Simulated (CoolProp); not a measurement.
Vapour-liquid equilibrium of R152A (1) + R113 (2) at 2.7 bar; x and y are mole fractions of (1).

Values from CoolProp's multi-fluid Helmholtz-energy mixture model, Outcalt 1996 and Marx 1992; pair parameters Bell 2016.

### Question
Give the bubble temperature and the first vapour's composition at x = 0.05, 0.25, 0.45. Is there an azeotrope?

### Answer
x = 0.05: 334.7 K, y = 0.422; x = 0.25: 297.9 K, y = 0.857; x = 0.45: 286.4 K, y = 0.924. No azeotrope shows between x = 0.05 and 0.95.

The pair parameters rest on a limited set of measurements; away from them the model extrapolates.
